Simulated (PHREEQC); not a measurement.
1 kg of water holding 0.035 mol/kgw Na2CO3, 0.02 mol/kgw NaOH and 0.51 mol/kgw NaCl is evaporated at 25 °C; the solids stay in contact with the brine. CO2 is held at log p = -3.4 (atm). Only these solids could form: Halite, Nahcolite, Natron, Trona.

The series has 28 steps of water left (kg), from 0.9999 to 0.003918.

Computed with PHREEQC (Pitzer model, pitzer.dat).

Problem. Which solids form, in which order, and at which step of the series does each first stand?

Solution. Halite from water left = 0.0782 kg (pH 9.68); Trona from water left = 0.06423 kg (pH 9.71).

Complexes and solids missing from the database can't appear.
